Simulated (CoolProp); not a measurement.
A simple Rankine cycle with isobutane: condensing at 330.15 K, boiler at 2.49 MPa, turbine inlet 390.6 K, turbine efficiency 0.9, pump efficiency 0.8, no recuperator. Each further row changes one setting.

The numbers come from the reference Helmholtz-energy equation of state, Bücker 2006 in CoolProp.

```json
[
 {"case": "as stated", "thermal efficiency (%)": "9.9", "net work (kJ/kg)": "___", "heat in (kJ/kg)": "357", "turbine exit temperature (K)": "___", "volume ratio over the turbine": "3.72"},
 {"case": "turbine inlet 410.6 K", "thermal efficiency (%)": "9.9", "net work (kJ/kg)": "___", "heat in (kJ/kg)": "416", "turbine exit temperature (K)": "370.8", "volume ratio over the turbine": "3.44"},
 {"case": "condensing temperature 322.15 K", "thermal efficiency (%)": "___", "net work (kJ/kg)": "42.6", "heat in (kJ/kg)": "___", "turbine exit temperature (K)": "___", "volume ratio over the turbine": "4.55"},
 {"case": "boiler pressure 1.74 MPa", "thermal efficiency (%)": "7.3", "net work (kJ/kg)": "28.5", "heat in (kJ/kg)": "390", "turbine exit temperature (K)": "___", "volume ratio over the turbine": "___"},
 {"case": "turbine efficiency 0.8", "thermal efficiency (%)": "8.7", "net work (kJ/kg)": "31.1", "heat in (kJ/kg)": "357", "turbine exit temperature (K)": "347.9", "volume ratio over the turbine": "3.76"}
]
```

Problem. Complete the blanks.

Solution. 
- as stated, net work (kJ/kg): 35.5
- as stated, turbine exit temperature (K): 345.8
- turbine inlet 410.6 K, net work (kJ/kg): 41.4
- condensing temperature 322.15 K, thermal efficiency (%): 11.3
- condensing temperature 322.15 K, heat in (kJ/kg): 378
- condensing temperature 322.15 K, turbine exit temperature (K): 339.8
- boiler pressure 1.74 MPa, turbine exit temperature (K): 364.8
- boiler pressure 1.74 MPa, volume ratio over the turbine: 2.28
